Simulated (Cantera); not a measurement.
Mixture: C3H8 : O2 : N2 = 1 : 5 : 18.8 (molar parts), equivalence ratio 1.0, at 140000 Pa, adiabatic and at constant pressure. Ignition delay is the time to a rise of 400 K.

Model: GRI-Mech 3.0 (53 species, 325 reactions), integrated in Cantera. GRI-Mech 3.0 was tuned for natural gas; its chemistry of propane as a main component is partial and can be far from experiment.

### Question
Predict: delay at 1000 K; delay at 1200 K; delay at 1400 K; delay at 1600 K; delay at 1800 K; apparent activation energy between 1600 and 1800 K.

### Answer
- delay at 1000 K = 0.450 s
- delay at 1200 K = 5.32 ms
- delay at 1400 K = 0.193 ms
- delay at 1600 K = 27.6 µs
- delay at 1800 K = 9.37 µs
- apparent activation energy between 1600 and 1800 K = 130 kJ/mol
